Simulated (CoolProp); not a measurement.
n-perfluorohexane at 298.15 K and 0.339 MPa is throttled through a valve to 0.168 MPa with no heat exchange. Each further row changes one setting.

Values from CoolProp's reference Helmholtz-energy equation of state, Gao 2022.

| case | temperature change (K) |
|---|---|
| as stated | +0.0 |
| outlet pressure 0.0504 MPa | +0.1 |
| outlet pressure 0.218 MPa | +0.0 |
